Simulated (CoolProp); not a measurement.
Values from CoolProp's reference Helmholtz-energy equation of state, Eisenbach 2021.

Q: For propylene glycol, give the phase and the density (kg/m³), cv (kJ/(kg K)), Joule-Thomson coefficient (K/MPa), isothermal compressibility (1/MPa) at 620 K and 24.3 MPa; 620 K and 29.2 MPa; 620 K and 58.3 MPa.

A: 
- 620 K and 24.3 MPa: liquid; density 744, cv 3.22, Joule-Thomson coefficient 0.0498, isothermal compressibility 0.00324
- 620 K and 29.2 MPa: liquid; density 755, cv 3.21, Joule-Thomson coefficient 0.0195, isothermal compressibility 0.00284
- 620 K and 58.3 MPa: liquid; density 804, cv 3.19, Joule-Thomson coefficient -0.0767, isothermal compressibility 0.00169
